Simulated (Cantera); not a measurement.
**Transport properties of process gases**

Gas mixture: 6.90 % NH3, 46.6 % CO, 11.5 % CO2, 35.1 % C3H8, at 0.000880 bar, frozen composition.

Cantera's kinetic-theory transport with the Lennard-Jones parameters of GRI-Mech 3.0, ideal gas; thermal conductivity in the multicomponent form. Polar gases are described roughly by these parameters. The composition is frozen, though it would react at the higher temperatures.

```tsv
T (K)	ρ (kg/m³)	cp (J/kg/K)	μ (µPa s)	λ (mW/m/K)	Pr	D (cm²/s) CH3	D (cm²/s) OH	D (cm²/s) NH3
400	0.000919	1557	15.8	31.0	0.793	334	462	315
600	0.000613	1953	21.9	52.4	0.816	687	933	679
800	0.000459	2263	27.1	74.4	0.826	1130	1520	1150
1000	0.000368	2499	31.9	95.9	0.830	1650	2220	1700
1200	0.000306	2664	36.2	116	0.832	2250	3010	2340
1400	0.000263	2801	40.2	135	0.833	2910	3890	3060
```
D: mixture-averaged diffusion coefficient of that species in the mixture.
